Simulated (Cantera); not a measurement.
An adiabatic, constant-pressure homogeneous reactor starts with H2 : O2 : N2 = 1 : 0.556 : 2.09 (molar parts), equivalence ratio 0.90, at 1275 K and 0.266 atm.

Cantera simulation using GRI-Mech 3.0 (53 species, 325 reactions); the numbers are that mechanism's predictions, not measurements.

### Question
Predict: time of steepest temperature rise; temperature at 4.00 s; equilibrium temperature; x(H2) at 4.00 s; x(O2) at 4.00 s; x(NO2) at 4.00 s; x(O) at 4.00 s; x(H2O) at 4.00 s; x(HO2) at 4.00 s.

### Answer
| Property | Result |
|---|---|
| time of steepest temperature rise | 0.113 ms |
| temperature at 4.00 s | 2645 K |
| equilibrium temperature | 2645 K |
| x(H2) at 4.00 s | 0.0359 (gas-phase equilibrium 0.0359) |
| x(O2) at 4.00 s | 0.0236 (gas-phase equilibrium 0.0236) |
| x(NO2) at 4.00 s | 1.18e-6 (gas-phase equilibrium 1.18e-6) |
| x(O) at 4.00 s | 0.00848 (gas-phase equilibrium 0.00848) |
| x(H2O) at 4.00 s | 0.246 (gas-phase equilibrium 0.246) |
| x(HO2) at 4.00 s | 4.48e-6 (gas-phase equilibrium 4.48e-6) |
